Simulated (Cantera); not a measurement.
An isothermal, constant-pressure homogeneous reactor starts with 3.01 % H2, 97.0 % O2, equivalence ratio 0.015, at 1425 K and 1.43 Torr.

Model: GRI-Mech 3.0 (53 species, 325 reactions), integrated in Cantera. Radical loss at walls, strong at low pressure, is not modelled.

x: mole fraction; the columns are a selection and need not sum to one.

```json
[
 {"t (s)": "0.000900", "x H2": "0.0301", "x O2": "0.970", "x HO2": "(withheld)", "x O": "1.55e-7", "x H": "5.38e-8"},
 {"t (s)": "0.00220", "x H2": "0.0301", "x O2": "0.970", "x HO2": "(withheld)", "x O": "1.15e-6", "x H": "2.98e-7"},
 {"t (s)": "0.00536", "x H2": "0.0300", "x O2": "0.970", "x HO2": "(withheld)", "x O": "5.93e-5", "x H": "1.46e-5"},
 {"t (s)": "0.0131", "x H2": "0.00227", "x O2": "0.945", "x HO2": "(withheld)", "x O": "0.0203", "x H": "0.00300"},
 {"t (s)": "0.0319", "x H2": "0.000327", "x O2": "0.943", "x HO2": "1.57e-7", "x O": "0.0243", "x H": "0.00222"},
 {"t (s)": "0.0778", "x H2": "0.000325", "x O2": "0.943", "x HO2": "1.57e-7", "x O": "0.0242", "x H": "0.00220"},
 {"t (s)": "0.190", "x H2": "0.000320", "x O2": "0.943", "x HO2": "1.56e-7", "x O": "0.0238", "x H": "0.00216"},
 {"t (s)": "0.463", "x H2": "0.000310", "x O2": "0.944", "x HO2": "1.54e-7", "x O": "0.0229", "x H": "0.00204"},
 {"t (s)": "1.13", "x H2": "0.000286", "x O2": "0.946", "x HO2": "1.49e-7", "x O": "0.0210", "x H": "0.00180"},
 {"t (s)": "2.75", "x H2": "0.000237", "x O2": "0.950", "x HO2": "1.38e-7", "x O": "0.0172", "x H": "0.00133"},
 {"t (s)": "6.72", "x H2": "0.000157", "x O2": "0.957", "x HO2": "(withheld)", "x O": "0.0111", "x H": "0.000701"},
 {"t (s)": "16.4", "x H2": "7.21e-5", "x O2": "0.964", "x HO2": "(withheld)", "x O": "0.00499", "x H": "0.000212"},
 {"t (s)": "40.0", "x H2": "2.22e-5", "x O2": "0.967", "x HO2": "(withheld)", "x O": "0.00151", "x H": "3.56e-5"}
]
```

Question: What belongs in the gaps?

Answer: 
- 0.000900, x HO2: 1.23e-7
- 0.00220, x HO2: 2.99e-7
- 0.00536, x HO2: 6.99e-7
- 0.0131, x HO2: 1.95e-7
- 6.72, x HO2: 1.14e-7
- 16.4, x HO2: 7.66e-8
- 40.0, x HO2: 4.04e-8
